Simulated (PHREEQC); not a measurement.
A solution holds 9.7 mmol/kgw HF, 3.3 mmol/kgw NH4HF2, 30 mmol/kgw (NH4)2SiF6 and 6.5 mmol/kgw H3PO4, at 25 °C. Closed to the air; pH follows from the charge balance.

Computed with PHREEQC (ion-association model, phreeqc.dat).

```csv
quantity,before,after
pH,2.43,3.00
HF (mol/kgw),0.0129,0.00190
H2PO4- (mol/kgw),0.00457,0.000574
F- (mol/kgw),0.00309,0.00141
H3PO4 (mol/kgw),0.00193,7.63e-5
SI of Quartz (SiO2),-2.67,+0.43
```

Question: Name the change that produced these shifts.
(A) NH4HF2 from 0.0033 to 0.00066 mol/kgw
(B) HF left out
(C) (NH4)2SiF6 from 0.03 to 0.15 mol/kgw
(D) diluted 10-fold with water
(E) HF from 0.0097 to 0.0107 mol/kgw

Answer: D, diluted 10-fold with water

This is a speciation only: nothing precipitates in the calculation. Some of these states are supersaturated (in Quartz (slow to form), for instance). SiF6-2 is the database's only silicon fluoride.
